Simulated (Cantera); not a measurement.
Charge: 1 mol SiHCl3, 3 mol NH3, held at 13.3 mbar.

Method: chemical equilibrium by Gibbs-energy minimisation in Cantera with the NASA 1993 tables (ideal gas, pure condensed phases). Candidate condensed phases: NH4Cl, Si, Si3N4; 28 gas species. The numbers say what is thermodynamically allowed, not how fast it happens.

Over these rows the condensed part is Si3N4(s). Partial pressures as log10 of bar:

```json
[
 {"T (K)": "1200", "1000/T (1/K)": "0.8333", "log p SiCl4": "-3.85", "log p H2": "-2.17", "log p HCl": "-2.31", "log p N2": "-2.79", "log p SiCl2": "-5.25"},
 {"T (K)": "1300", "1000/T (1/K)": "0.7692", "log p SiCl4": "-3.97", "log p H2": "-2.18", "log p HCl": "-2.32", "log p N2": "-2.79", "log p SiCl2": "-4.37"},
 {"T (K)": "1400", "1000/T (1/K)": "0.7143", "log p SiCl4": "-4.18", "log p H2": "-2.17", "log p HCl": "-2.34", "log p N2": "-2.76", "log p SiCl2": "-3.69"},
 {"T (K)": "1500", "1000/T (1/K)": "0.6667", "log p SiCl4": "-4.62", "log p H2": "-2.16", "log p HCl": "-2.42", "log p N2": "-2.72", "log p SiCl2": "-3.24"},
 {"T (K)": "1600", "1000/T (1/K)": "0.6250", "log p SiCl4": "?", "log p H2": "-2.14", "log p HCl": "-2.54", "log p N2": "-2.66", "log p SiCl2": "-2.98"},
 {"T (K)": "1700", "1000/T (1/K)": "0.5882", "log p SiCl4": "-5.99", "log p H2": "-2.13", "log p HCl": "-2.70", "log p N2": "-2.62", "log p SiCl2": "-2.83"}
]
```

Q: Fit log p(SiCl4) = a + b·(1000/T) to the five rows, give the apparent enthalpy, and predict the row at 1600 K.

A: Means: 1000/T = 0.7143, log p = -4.522. Sxy = 0.300052, Sxx = 0.0353420, so b = 8.49 and a = -4.522 − (8.49)×0.7143 = -10.59.
Apparent enthalpy: −19.145 × (8.49) = -163 kJ/mol. With the condensed phases at unit activity, 2/3 N2(g) + 2 SiCl2(g) = SiCl4(g) + 1/3 Si3N4(s) links this pressure to the main gases: over the six rows their terms move log p by +4.95 in all, so the slope isn't that reaction's ΔH° alone. The five rows lie within 0.39 of the line; that is curvature, so one enthalpy describes this range poorly.
Prediction at 1600 K: -10.59 + (8.49)×0.6250 = -5.28. The computed value is -5.25, 0.03 from the line.
